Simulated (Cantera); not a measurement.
A perfectly stirred reactor is fed with CH4 : O2 : N2 = 1 : 1.25 : 4.7 (molar parts), equivalence ratio 1.6, at 10.0 bar; it is adiabatic with a 475 K inlet, and is followed from long to short residence time, starting on the burning branch (τ in s: 0.067, 0.034, 0.018, 0.0091, 0.0047, 0.0024, 0.0012, 0.00063, 0.00033, 0.00017, 8.6e-05, 4.4e-05).

Cantera simulation using GRI-Mech 3.0 (53 species, 325 reactions); the numbers are that mechanism's predictions, not measurements.

Q: Predict: blow-out, bracketed by the residence times tried; x(CH4) at τ = 67.0 ms; x(O2) at τ = 67.0 ms; x(CH3) at τ = 67.0 ms; x(H) at τ = 67.0 ms; x(CH2) at τ = 67.0 ms; x(CH4) at τ = 1.20 ms; x(O2) at τ = 1.20 ms; x(CH3) at τ = 1.20 ms; x(H) at τ = 1.20 ms; x(CH2) at τ = 1.20 ms.

A: 
| Item | Value |
|---|---|
| blow-out, bracketed by the residence times tried | burning at 0.330 ms, out at 0.170 ms |
| x(CH4) at τ = 67.0 ms | 0.00273 |
| x(O2) at τ = 67.0 ms | 0.000112 |
| x(CH3) at τ = 67.0 ms | 8.20e-5 |
| x(H) at τ = 67.0 ms | 0.000139 |
| x(CH2) at τ = 67.0 ms | 1.64e-7 |
| x(CH4) at τ = 1.20 ms | 0.0113 |
| x(O2) at τ = 1.20 ms | 0.00399 |
| x(CH3) at τ = 1.20 ms | 0.000640 |
| x(H) at τ = 1.20 ms | 0.000187 |
| x(CH2) at τ = 1.20 ms | 3.00e-6 |
